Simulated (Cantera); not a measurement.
A freely propagating, adiabatic, planar premixed flame of H₂ : O₂ : N₂ = 1 : 0.192 : 0.723 (molar parts), unburnt at 650 K and 9.00 bar; mixture-averaged transport, grid criteria slope 0.08 and curve 0.16, no radiation.

Computed with Cantera and the H2/O2 subset of GRI-Mech 3.0, which has no nitrogen chemistry. The hydrogen kinetics of GRI-Mech 3.0 are dated; newer H2 mechanisms differ, most at raised pressure. Burning velocities carry a grid error of a few per cent, more on coarse grids.

Q: How do the results move with these cheaper or finer settings: unity-Lewis-number transport; multicomponent transport; multicomponent+Soret transport; grid criteria slope 0.5, curve 1; grid criteria slope 0.25, curve 0.5; grid criteria slope 0.03, curve 0.06?

A: 
```csv
setting,laminar burning velocity,thermal thickness,peak x(HO₂),peak x(H),grid points
as above,884 cm/s,0.0306 mm,0.00103,0.0390,116
unity-Lewis-number transport,560 cm/s,0.0313 mm,0.000725,0.0403,106
multicomponent transport,872 cm/s,0.0309 mm,0.00102,0.0391,116
multicomponent+Soret transport,850 cm/s,0.0301 mm,0.00105,0.0389,117
"grid criteria slope 0.5, curve 1",902 cm/s,0.0412 mm,0.000968,0.0377,37
"grid criteria slope 0.25, curve 0.5",902 cm/s,0.0338 mm,0.00101,0.0391,49
"grid criteria slope 0.03, curve 0.06",878 cm/s,0.0298 mm,0.00104,0.0389,239
```
Unity Lewis numbers drop preferential diffusion, which matters most where H2 and H carry the flame; Soret adds thermal diffusion.
